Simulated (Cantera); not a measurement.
A perfectly stirred reactor is fed with CO : H2 : O2 : N2 : H2O = 1 : 0.049 : 0.53 : 1.99 : 0.018 (molar parts), equivalence ratio 0.99, at 100000 Pa; it is adiabatic with a 725 K inlet, and is followed from long to short residence time, starting on the burning branch (τ in s: 0.24, 0.11, 0.047, 0.021, 0.0092, 0.0041, 0.0018, 0.00081, 0.00036, 0.00016, 7.1e-05, 3.1e-05, 1.4e-05).

Computed with Cantera and GRI-Mech 3.0 (53 species, 325 reactions).

x: mole fraction; the columns are a selection and need not sum to one.

```
τ (s)    T (K)        x CO      x H2        x O2       x HO2       x NO2        x NO
-------  -----  ----------  --------  ----------  ----------  ----------  ----------
0.24      2509      0.0629  0.000723      0.0278     1.37e-6     2.31e-6     0.00725
0.11      2501      0.0640  0.000739      0.0285     1.36e-6     2.22e-6     0.00687
0.047     2481      0.0667  0.000776      0.0301     1.36e-6     2.01e-6     0.00605
0.021     2440      0.0721  0.000855      0.0331     1.37e-6     1.63e-6     0.00471
0.0092    2360      0.0820   0.00101      0.0382     1.55e-6     1.00e-6     0.00283
0.0041    2244      0.0948   0.00123      0.0444     2.21e-6     4.18e-7     0.00119
0.0018    2104       0.108   0.00148      0.0501     3.66e-6     1.39e-7    0.000398
0.00081   1955  (withheld)   0.00168  (withheld)  (withheld)  (withheld)  (withheld)
0.00036   1789       0.134   0.00177      0.0602     9.01e-6     3.92e-8    0.000102
0.00016   1591       0.155   0.00173      0.0705     1.46e-5     2.35e-8     5.11e-5
7.1e-5     725       0.279    0.0137       0.148      <1e-12      <1e-12      <1e-12
3.1e-5     725       0.279    0.0137       0.148      <1e-12      <1e-12      <1e-12
1.4e-5     725       0.279    0.0137       0.148      <1e-12      <1e-12      <1e-12
```

Problem. What belongs in the gaps?

Solution. 
- 0.00081, x CO: 0.121
- 0.00081, x O2: 0.0550
- 0.00081, x HO2: 5.87e-6
- 0.00081, x NO2: 6.12e-8
- 0.00081, x NO: 0.000172
